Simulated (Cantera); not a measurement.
A Cantera script and its output.

```python
import numpy as np
import cantera as ct

gas = ct.Solution("gri30.yaml")
gas.TPX = 1350, 100000, {'N2O': 1}
reactor = ct.IdealGasConstPressureReactor(gas, energy="off", clone=False)
net = ct.ReactorNet([reactor])
net.rtol, net.atol = 1e-08, 1e-18
show = ['N2O', 'NO2', 'NO', 'N2', 'O2', 'O']
times = np.geomspace(2e-05, 20, 14)

steps = ct.SolutionArray(gas, extra=["t"])
rows = []
print(f"{'t/s':>10s}{'T/K':>9s}{'P/Pa':>11s}" + "".join(f"{s:>11s}" for s in show))
for t in times:
    while net.time < t:
        t_next = net.step()
        steps.append(gas.state, t=t_next)
    rows.append([np.interp(t, steps.t, y) for y in (steps.T, steps.P, *steps(*show).X.T)])
    print(f"{t:10.3e}{rows[-1][0]:9.1f}{rows[-1][1]:11.4g}" + "".join(f"{x:11.3e}" for x in rows[-1][2:]))
rate = np.gradient(steps.T, steps.t)
print("integrator steps:", len(steps.t))
if steps.T.max() > steps.T[0] + 200:
    print(f"time of steepest temperature rise: {steps.t[rate.argmax()]:.4e} s")
gas.TPX = 1350, 100000, {'N2O': 1}
gas.equilibrate("TP")
print(f"equilibrium (TP): T = {gas.T:.1f} K  " + "  ".join(f"{s} {gas[s].X[0]:.3e}" for s in show))
```

Output:

```
       t/s      T/K       P/Pa        N2O        NO2         NO         N2         O2          O
 2.000e-05   1350.0      1e+05  9.998e-01  7.300e-10  2.041e-05  1.217e-04  4.901e-05  1.351e-05
 5.789e-05   1350.0      1e+05  9.994e-01  8.018e-09  6.785e-05  3.734e-04  1.629e-04  1.357e-05
 1.675e-04   1350.0      1e+05  9.982e-01  7.192e-08  2.050e-04  1.101e-03  4.924e-04  1.357e-05
 4.849e-04   1350.0      1e+05  9.947e-01  5.862e-07  6.003e-04  3.200e-03  1.443e-03  1.356e-05
 1.403e-03   1350.0      1e+05  9.849e-01  4.245e-06  1.731e-03  9.218e-03  4.166e-03  1.353e-05
 4.062e-03   1350.0      1e+05  9.571e-01  2.419e-05  4.896e-03  2.616e-02  1.183e-02  1.344e-05
 1.176e-02   1350.0      1e+05  8.828e-01  9.411e-05  1.328e-02  7.149e-02  3.235e-02  1.314e-05
 3.403e-02   1350.0      1e+05  7.093e-01  2.596e-04  3.238e-02  1.775e-01  8.048e-02  1.227e-05
 9.848e-02   1350.0      1e+05  4.125e-01  5.252e-04  6.267e-02  3.602e-01  1.640e-01  9.992e-06
 2.850e-01   1350.0      1e+05  1.273e-01  7.286e-04  8.485e-02  5.392e-01  2.479e-01  5.315e-06
 8.249e-01   1350.0      1e+05  1.188e-02  8.018e-04  8.735e-02  6.149e-01  2.850e-01  9.145e-07
 2.388e+00   1350.0      1e+05  3.700e-05  9.043e-04  8.687e-02  6.231e-01  2.891e-01  2.306e-07
 6.910e+00   1350.0      1e+05  2.213e-06  9.046e-04  8.679e-02  6.231e-01  2.892e-01  2.286e-07
 2.000e+01   1350.0      1e+05  2.202e-06  9.026e-04  8.658e-02  6.232e-01  2.893e-01  2.287e-07
integrator steps: 1075
equilibrium (TP): T = 1350.0 K  N2O 3.756e-08  NO2 7.052e-06  NO 6.304e-04  N2 6.664e-01  O2 3.330e-01  O 2.451e-07
```

Detailed kinetics in Cantera: GRI-Mech 3.0 (53 species, 325 reactions). GRI-Mech 3.0 was tuned for natural gas; its chemistry of N2O as a main component is partial and can be far from experiment. The mechanism lacks the step 2 NO + O2 → 2 NO2, which can matter for NO2 below about 1400 K. The temperature is held fixed by assumption; the heat of reaction is taken as removed at once.
